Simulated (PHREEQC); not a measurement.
Solution (90 °C): 0.054 mol/kgw NH3 and 2.9e-06 mol/kgw H4SiO4. Closed to the air; pH follows from the charge balance.

The numbers come from PHREEQC with the ion-association model, phreeqc.dat.

* **pH**: 9.38
* **ionic strength**: 0.000974 mol/kgw
* **specific conductance**: 729 µS/cm
* **total alkalinity**: 54.0 meq/kg

```tsv
species	molality	activity	log γ
NH3	0.0530	0.0530	0.000
NH4+	0.000974	0.000935	-0.018
OH-	0.000972	0.000933	-0.018
H3SiO4-	1.82e-6	1.75e-6	-0.018
H4SiO4	1.07e-6	1.07e-6	0.000
H2SiO4-2	5.94e-9	5.07e-9	-0.069
```

This is a speciation only: nothing precipitates in the calculation. Away from 25 °C the constants follow the database's enthalpies or fits; those with neither stay at their 25 °C values.
